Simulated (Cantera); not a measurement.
Mixture: 9.51 % CH₄, 19.0 % O₂, 71.5 % N₂, at 1000000 Pa, adiabatic and at constant pressure. Ignition delay is the time to a rise of 400 K.

Computed with Cantera and GRI-Mech 3.0 (53 species, 325 reactions).

Problem. Predict: delay at 1100 K; delay at 1250 K; delay at 1400 K; delay at 1550 K; delay at 1700 K; apparent activation energy between 1625 and 1775 K.

Solution. 
* **delay at 1100 K**: 17.6 ms
* **delay at 1250 K**: 2.60 ms
* **delay at 1400 K**: 0.502 ms
* **delay at 1550 K**: 0.118 ms
* **delay at 1700 K**: 33.3 µs
* **apparent activation energy between 1625 and 1775 K**: 190 kJ/mol
